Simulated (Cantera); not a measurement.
Input: 1 mol SiH₄, 0.23 mol N₂, equilibrated at 1698.15 K and 380 Pa.

These are equilibrium values from Cantera (NASA tables, ideal gas, pure condensed phases), not measurements of a reactor. Candidate condensed phases: Si, Si₃N₄; 18 gas species. Gases not in the tables: Si₂H₆ and higher silanes. Rates play no part.

Base state: H₂ 0.895, N₂ 0.103, H 0.00222, Si 0.000173, SiH 1.57e-5, SiH₂ 1.25e-5 (mole fractions); condensed: Si(l).

### Question
What changes in the equilibrium state with this change: temperature from 1698.15 K to 925 K?

### Answer
```
species          before    after
-------------  --------  -------
H₂                0.895     1.00
H               0.00222  4.22e-9
N₂                0.103    <1e-9
Si             0.000173    <1e-9
SiH             1.57e-5    <1e-9
SiH₂            1.25e-5    <1e-9
Si(l), mol        1.000        0
Si(s), mol            0    0.655
Si₃N₄(s), mol         0    0.115
```
N₂ is the only nitrogen source here; it is nearly inert below about 1500 K, so the nitride shown seldom forms there in practice.

### Question
What changes in the equilibrium state with this change: temperature from 1698.15 K to 2073 K?

### Answer
```json
[
 {"species": "H₂", "before": "0.895", "after": "0.835"},
 {"species": "N₂", "before": "0.103", "after": "0.0982"},
 {"species": "H", "before": "0.00222", "after": "0.0390"},
 {"species": "Si", "before": "0.000173", "after": "0.0262"},
 {"species": "Si₂", "before": "7.55e-7", "after": "0.000322"},
 {"species": "Si₃", "before": "1.90e-7", "after": "6.67e-5"},
 {"species": "SiH", "before": "1.57e-5", "after": "0.000850"},
 {"species": "SiN", "before": "2.09e-6", "after": "0.000112"},
 {"species": "Si₂N", "before": "3.78e-6", "after": "0.000137"},
 {"species": "Si(l), mol", "before": "1.000", "after": "0.933"}
]
```
The tables' values for SiN are old estimates; treat these amounts as uncertain.
